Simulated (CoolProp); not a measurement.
A Linde-Hampson liquefier for carbon monoxide: isothermal reversible compression at 200 K from 1 atm to 20 MPa, throttling to 1 atm, return gas leaving the recuperator 5 K below the feed. Each further row changes one setting.

Values from CoolProp's reference Helmholtz-energy equation of state, Lemmon 2006. It is a short technical equation, of lower accuracy than the large ones.

```csv
case,liquid yield per pass,compression work (kJ/kg of gas)
as stated,___,293
high pressure 40 MPa,___,335
warm-end temperature 230 K,0.168,___
warm-end gap 10 K,___,293
```

Task: What belongs in the gaps?

Result: 
- as stated, liquid yield per pass: 0.246
- high pressure 40 MPa, liquid yield per pass: 0.268
- warm-end temperature 230 K, compression work (kJ/kg of gas): 348
- warm-end gap 10 K, liquid yield per pass: 0.234
